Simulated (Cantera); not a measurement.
**Catalytic combustion on Pt**

An isothermal plug-flow reactor at 848 K and 3750 Torr (inlet), inlet velocity 0.31 m/s, active area per volume 450 1/m; feed CH4 : O2 : N2 : H2O = 0.0022 : 0.035 : 0.79 : 0.0055 (molar parts).

Model: Deutschmann's 1995 Pt surface mechanism with GRI-Mech 3.0 gas chemistry, integrated in Cantera. Catalytic surfaces can have several steady states; this one follows from the mechanism file's or the stated starting coverage. Mass transfer to the wall is taken as infinitely fast.

```
z (m)      x CH4    x O2    x H2O     x CO2     x CO  θ free Pt   θ O*    θ OH*
-------  -------  ------  -------  --------  -------  ---------  -----  -------
0.00037  0.00264  0.0420  0.00661   3.23e-6  1.52e-7     0.0473  0.949  0.00323
0.00071  0.00264  0.0420  0.00662   6.24e-6  2.48e-7     0.0473  0.949  0.00323
0.0014   0.00263  0.0420  0.00663   1.24e-5  3.61e-7     0.0474  0.949  0.00324
0.0027   0.00262  0.0420  0.00665   2.42e-5  4.39e-7     0.0474  0.949  0.00324
0.0051   0.00260  0.0419  0.00670   4.58e-5  4.59e-7     0.0474  0.949  0.00325
0.0099   0.00255  0.0419  0.00678   8.87e-5  4.54e-7     0.0474  0.949  0.00328
0.019    0.00247  0.0417  0.00694  0.000168  4.40e-7     0.0475  0.949  0.00332
0.037    0.00232  0.0414  0.00724  0.000319  4.14e-7     0.0476  0.949  0.00339
```
x: gas mole fraction; θ: surface coverage.
